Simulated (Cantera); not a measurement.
Input: 1 mol SiCl4, 8.8 mol H2, 0.17 mol HCl, equilibrated at 2400 °C and 100 Torr.

Method: chemical equilibrium by Gibbs-energy minimisation in Cantera with the NASA 1993 tables (ideal gas, pure condensed phases). Candidate condensed phases: Si; 19 gas species. The tables' values for SiCl, SiCl3 are old estimates; treat these amounts as uncertain. Gases not in the tables: Si2H6 and higher silanes. Rates play no part.

Base state: H2 0.555, HCl 0.229, H 0.105, SiCl2 0.0347, Si 0.0338, Cl 0.0301, SiCl 0.00988, SiH 0.00190 (mole fractions); condensed: gas only.

Problem. What changes in the equilibrium state with this change: SiCl4 replaced by SiH2Cl2?

Solution. 
| species | before | after |
|---|---|---|
| H2 | 0.555 | 0.668 |
| HCl | 0.229 | 0.124 |
| H | 0.105 | 0.115 |
| SiCl2 | 0.0347 | 0.0133 |
| Cl | 0.0301 | 0.0149 |
| Si | 0.0338 | 0.0532 |
| SiCl3 | 0.000157 | 2.95e-5 |
| Si3 | 1.49e-5 | 5.83e-5 |
| Si2 | 0.000324 | 0.000804 |
